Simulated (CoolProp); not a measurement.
Vapour-liquid equilibrium of neopentane (1) + n-pentane (2) at 9.87 bar; x and y are mole fractions of (1).

The numbers come from the multi-fluid Helmholtz-energy mixture model, Lemmon 2006 and Thol 2019; pair parameters Bell 2016 in CoolProp.

Problem. Give the bubble temperature and the first vapour's composition at x = 0.05, 0.125, 0.275. Is there an azeotrope?

Solution. x = 0.05: 122.4 °C, y = 0.075; x = 0.125: 119.7 °C, y = 0.181; x = 0.275: 114.6 °C, y = 0.373. No azeotrope shows between x = 0.05 and 0.95.

Pair parameters are fitted to limited data, so mixtures are less certain than the pure fluids.
